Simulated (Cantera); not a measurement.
Charge: 1 mol Si, 2.8 mol F2, at 133 Pa.

Method: chemical equilibrium by Gibbs-energy minimisation in Cantera with the NASA 1993 tables (ideal gas, pure condensed phases). Candidate condensed phases: Si; 9 gas species. Rates play no part.

log p: log10 of the partial pressure in bar; nothing condenses.

```tsv
T (K)	log p F	log p SiF4	log p F2
573	-5.80	-3.13	-3.23
673	-4.70	-3.13	-3.24
773	…	-3.15	…
873	…	…	…
973	-3.16	-3.26	-4.06
1073	-3.10	-3.28	-4.77
1173	-3.09	-3.29	-5.43
```

Problem. What belongs in the gaps?

Solution. 
- 873, log p F: -3.39
- 873, log p SiF4: -3.20
- 873, log p F2: -3.52
- 773, log p F: -3.92
- 773, log p F2: -3.30
